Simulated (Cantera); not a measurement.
Mixture: CO : H2 : CH4 : O2 : N2 = 1 : 0.062 : 0.28 : 0.779 : 2.93 (molar parts), equivalence ratio 1.4, at 390000 Pa, adiabatic and at constant volume. Ignition delay is the time to a rise of 400 K.

Model: GRI-Mech 3.0 (53 species, 325 reactions), integrated in Cantera.

Task: What does this change do: pressure from 390000 Pa to 1200000 Pa?

Result: 
```
quantity                                                before       after
--------------------------------------------------  ----------  ----------
delay at 1223 K                                        1.79 ms    0.751 ms
delay at 1373 K                                       0.446 ms    0.192 ms
delay at 1523 K                                       0.129 ms     56.4 µs
delay at 1673 K                                        46.0 µs     19.5 µs
apparent activation energy between 1598 and 1748 K  140 kJ/mol  150 kJ/mol
```
The pressure lies above the range GRI-Mech 3.0 was tuned for (to about 10 atm).

Task: What does this change do: pressure from 390000 Pa to 1000000 Pa?

Result: 
```json
[
 {"quantity": "delay at 1223 K", "before": "1.79 ms", "after": "0.860 ms"},
 {"quantity": "delay at 1373 K", "before": "0.446 ms", "after": "0.221 ms"},
 {"quantity": "delay at 1523 K", "before": "0.129 ms", "after": "64.6 µs"},
 {"quantity": "delay at 1673 K", "before": "46.0 µs", "after": "22.4 µs"},
 {"quantity": "apparent activation energy between 1598 and 1748 K", "before": "140 kJ/mol", "after": "150 kJ/mol"}
]
```
